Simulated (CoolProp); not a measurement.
Propyne along the isotherm 331.2 K: fugacity coefficient from the reference equation and from simpler models built on Tc = 402.7 K, pc = 5658 kPa, ω = 0.204; each cubic takes its own stable root.

Values from CoolProp's reference Helmholtz-energy equation of state, Polt 1992. This equation is an older, rougher fit; its heat capacities, sound speeds and derivatives of the liquid may be far off and weren't checked against measurements.

```
p (kPa)   phase  reference
-------  ------  ---------
101         gas     0.9884
207         gas     0.9762
424         gas     0.9512
871         gas     0.8992
1790     liquid     0.6531
3670     liquid     0.3345
7540     liquid     0.1799
15500    liquid     0.1069
31800    liquid    0.07738
```

Problem. How far does each simpler model (Redlich-Kwong, Peng-Robinson) lie from the reference over these 9 states: mean and median of the absolute difference, and the worst?

Solution. 
- Redlich-Kwong: mean 13.3 %, median 19.6 %, worst +30.0 % at 331.2 K and 31800 kPa
- Peng-Robinson: mean 0.5 %, median 0.1 %, worst -1.6 % at 331.2 K and 31800 kPa
